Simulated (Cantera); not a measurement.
Charge: 1 mol SiCl₄, 4.2 mol HCl, 4.6 mol H₂, equilibrated at 1225 K and 0.133 bar.

Equilibrium computed with Cantera from the NASA thermochemical tables; the gas is ideal and each condensed phase is pure. Candidate condensed phases: Si; 19 gas species. The tables' values for SiCl₃ are old estimates; treat these amounts as uncertain. Equilibrium is a limit: real reactors are often held back by kinetics, nucleation or transport.

Base state: H₂ 0.464, HCl 0.434, SiCl₄ 0.0959, SiHCl₃ 0.00319, SiCl₃ 0.00235, SiCl₂ 0.000456, SiH₂Cl₂ 1.42e-5 (mole fractions); condensed: gas only.

Problem. What changes in the equilibrium state with this change: H₂ from 4.6 to 0.35 mol?

Solution. 
```tsv
species	before	after
HCl	0.434	0.758
SiCl₄	0.0959	0.179
H₂	0.464	0.0621
SiH₂Cl₂	1.42e-5	1.56e-7
SiCl₂	0.000456	3.73e-5
```
